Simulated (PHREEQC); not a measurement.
Consider water at 25 °C with 0.0089 mol CaSO4 and 0.063 mol KCl per kg of water. Closed to the air; pH follows from the charge balance.

Computed with PHREEQC (ion-association model, phreeqc.dat).

Precipitation was switched off in this run.

Task: Order these S species by the share of S that they hold, largest first: KSO4-, CaSO4, SO4-2.

Result: SO4-2 (73 %), CaSO4 (15 %), KSO4- (12 %)

The ionic strength is 0.0912 mol/kgw. Complexes and solids missing from the database can't appear.
